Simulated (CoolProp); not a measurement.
Oxygen along the isotherm 199.8 K: density (kg/m³) from the reference equation and from simpler models built on Tc = 154.6 K, pc = 5046 kPa, ω = 0.022; each cubic takes its own stable root.

The numbers come from the reference Helmholtz-energy equation of state, Schmidt 1985 in CoolProp.

```json
[
 {"p (kPa)": "39.9", "phase": "gas", "reference": "0.7695"},
 {"p (kPa)": "75.6", "phase": "gas", "reference": "1.460"},
 {"p (kPa)": "143", "phase": "gas", "reference": "2.766"},
 {"p (kPa)": "272", "phase": "gas", "reference": "5.283"},
 {"p (kPa)": "515", "phase": "gas", "reference": "10.08"},
 {"p (kPa)": "977", "phase": "gas", "reference": "19.39"},
 {"p (kPa)": "1850", "phase": "gas", "reference": "37.77"},
 {"p (kPa)": "3510", "phase": "gas", "reference": "75.88"},
 {"p (kPa)": "6650", "phase": "supercritical", "reference": "162.2"},
 {"p (kPa)": "12600", "phase": "supercritical", "reference": "377.4"}
]
```

How far does each simpler model (Soave-Redlich-Kwong, Peng-Robinson) lie from the reference over these 10 states: mean and median of the absolute difference, and the worst?


- Soave-Redlich-Kwong: mean 0.5 %, median 0.0 %, worst -4.6 % at 199.8 K and 12600 kPa
- Peng-Robinson: mean 0.9 %, median 0.5 %, worst +3.3 % at 199.8 K and 6650 kPa
